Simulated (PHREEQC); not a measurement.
A solution holds 0.052 mol HF and 0.68 mol NaF per kg of water, at 60 °C. Closed to the air; pH follows from the charge balance.

Computed with PHREEQC (ion-association model, wateq4f.dat).

```tsv
quantity	before	after
pH	4.82	4.47
ionic strength (mol/kgw)	0.609	0.612
Na+ (mol/kgw)	0.609	0.612
F- (mol/kgw)	0.570	0.537
NaF (mol/kgw)	0.0715	0.0676
```

**Question.** Name the change that produced these shifts.
(A) HF from 0.052 to 0.104 mol/kgw
(B) NaF from 0.68 to 0.068 mol/kgw
(C) HF from 0.052 to 0.0052 mol/kgw
(D) HF from 0.052 to 0.0104 mol/kgw
(E) HF from 0.052 to 0.026 mol/kgw

**Answer.** A, HF from 0.052 to 0.104 mol/kgw

No solid was allowed to form. Away from 25 °C the constants follow the database's enthalpies or fits; those with neither stay at their 25 °C values.
